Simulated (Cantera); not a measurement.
Premixed flame

A freely propagating, adiabatic, planar premixed flame of H₂ : O₂ : N₂ = 1 : 0.562 : 2.11 (molar parts), equivalence ratio 0.89, unburnt at 598 K and 43000 Pa; mixture-averaged transport, grid criteria slope 0.08 and curve 0.16, no radiation.

Model: the H2/O2 subset of GRI-Mech 3.0, which has no nitrogen chemistry, integrated in Cantera. Burning velocities carry a grid error of a few per cent, more on coarse grids.

```csv
z (mm),T (K),u (m/s),x H₂,x O₂,x H,x OH,x H₂O,x H₂O₂
-4.23,598,6.43,0.272,0.153,<1e-8,<1e-8,<1e-8,<1e-8
-2.82,598,6.43,0.272,0.153,<1e-8,<1e-8,<1e-8,<1e-8
-2.11,598,6.43,0.272,0.153,<1e-8,<1e-8,<1e-8,<1e-8
-1.41,598,6.43,0.272,0.153,3.68e-8,<1e-8,2.50e-8,<1e-8
-0.704,605,6.50,0.270,0.153,0.000142,2.89e-5,0.000377,1.37e-6
-0.352,755,7.97,0.245,0.150,0.00581,0.000546,0.0134,5.36e-6
0,1171,11.9,0.133,0.109,0.0431,0.00364,0.102,2.64e-6
0.352,1474,14.8,0.0484,0.0530,0.0628,0.0100,0.198,2.12e-6
0.704,1614,16.1,0.0387,0.0427,0.0558,0.0131,0.216,1.29e-6
1.41,1765,17.5,0.0376,0.0386,0.0433,0.0159,0.226,6.84e-7
2.82,1927,18.8,0.0352,0.0349,0.0308,0.0180,0.237,3.61e-7
5.63,2083,20.1,0.0307,0.0311,0.0201,0.0189,0.251,2.15e-7
11.3,2224,21.3,0.0246,0.0276,0.0117,0.0183,0.265,1.52e-7
```
x: mole fraction of selected species; z is measured from the peak of heat release.

The laminar burning velocity is 643 cm/s, the thermal thickness comes out as 1.41 mm and the peak x(H) comes out as 0.0629. The peak x(OH) comes out as 0.0189 and the peak x(H₂O₂) is 5.53e-6. The grid points comes out as 132.
